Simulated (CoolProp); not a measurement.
The numbers come from the reference Helmholtz-energy equation of state, Lemmon 2006 in CoolProp. It is a short technical equation, of lower accuracy than the large ones.

**Question.** Give the vapour pressure (MPa), liquid density (kg/m³), liquid cp (kJ/(kg K)) of saturated C3F8 (R218) at -53.65 °C.

**Answer.** 
```
T (°C)  p (MPa)  liquid density (kg/m³)  liquid cp (kJ/(kg K))
------  -------  ----------------------  ---------------------
-53.65   0.0441                    1680                  0.939
```
